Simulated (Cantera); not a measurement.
**Dilute partial oxidation**

An isothermal, constant-pressure homogeneous reactor starts with CH₂O : O₂ : N₂ = 0.026 : 0.0036 : 1 (molar parts), equivalence ratio 7.2, at 1025 K and 13.0 bar.

Detailed kinetics in Cantera: GRI-Mech 3.0 (53 species, 325 reactions). The pressure lies above the range GRI-Mech 3.0 was tuned for (to about 10 atm).

```tsv
t (s)	x CH₂O	x O₂	x CH₂CO	x CH₂	x HO₂
4.00e-6	0.0253	0.00350	<1e-12	<1e-12	3.08e-8
1.35e-5	0.0253	0.00350	<1e-12	<1e-12	1.06e-7
4.56e-5	0.0253	0.00350	<1e-12	<1e-12	3.80e-7
0.000154	0.0252	0.00349	<1e-12	<1e-12	2.13e-6
0.000520	0.0241	0.00298	7.84e-11	8.38e-12	4.49e-5
0.00175	7.89e-7	5.06e-5	5.02e-7	8.16e-11	7.08e-7
0.00592	3.83e-8	2.71e-5	6.48e-8	<1e-12	1.02e-7
0.0200	1.67e-8	2.04e-5	3.25e-8	<1e-12	5.02e-8
0.0675	6.72e-9	9.59e-6	5.44e-9	<1e-12	1.94e-8
0.228	3.64e-9	2.13e-6	2.24e-10	<1e-12	2.11e-9
0.770	3.17e-9	4.09e-7	2.49e-11	<1e-12	1.14e-10
2.60	3.11e-9	9.71e-8	7.92e-12	<1e-12	7.22e-12
8.77	3.10e-9	2.51e-8	4.08e-12	<1e-12	<1e-12
29.6	3.10e-9	5.27e-9	3.03e-12	<1e-12	<1e-12
100	3.10e-9	3.53e-10	2.76e-12	<1e-12	<1e-12
```
x: mole fraction; the columns are a selection and need not sum to one.

Equilibrium at this temperature and pressure: CH₂O 3.06e-9, O₂ <1e-12, CH₂CO 1.44e-11, CH₂ <1e-12, HO₂ <1e-12 (gas phase only).
